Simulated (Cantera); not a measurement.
Feed: 1 mol FeS₂, a varied amount of H₂, at 1100 K and 2.40 mbar.

Equilibrium computed with Cantera from the NASA thermochemical tables; the gas is ideal and each condensed phase is pure. Candidate condensed phases: Fe, FeS, FeS₂, S; 8 gas species. FeS: taken at fixed stoichiometry. Gases not in the tables: S₃ to S₇. Rates play no part.

x: gas mole fraction; n: condensed amount in mol.

```
n(H₂) (mol)   x H₂   x H₂S      x S₂      x SH      x S      x H  n FeS(s)
-----------  -----  ------  --------  --------  -------  -------  --------
0.62         0.271   0.391     0.338  0.000560  8.72e-7  2.74e-7      1.00
1.2          0.436   0.416     0.147  0.000469  5.75e-7  3.49e-7      1.00
2.4          0.640   0.319    0.0402  0.000297  3.01e-7  4.22e-7      1.00
4.8              ?       ?         ?         ?        ?  4.73e-7      1.00
9.6          0.898  0.0999   0.00200   7.85e-5  6.71e-8  5.00e-7      1.00
19           0.948       ?         ?         ?        ?  5.14e-7      1.00
38           0.974  0.0261  0.000116   1.97e-5  1.61e-8  5.21e-7      1.00
```

Task: Complete the blanks.

Result: 
- 4.8, x H₂: 0.802
- 4.8, x H₂S: 0.188
- 4.8, x S₂: 0.00892
- 4.8, x SH: 0.000157
- 4.8, x S: 1.42e-7
- 19, x H₂S: 0.0516
- 19, x S₂: 0.000479
- 19, x SH: 3.95e-5
- 19, x S: 3.28e-8
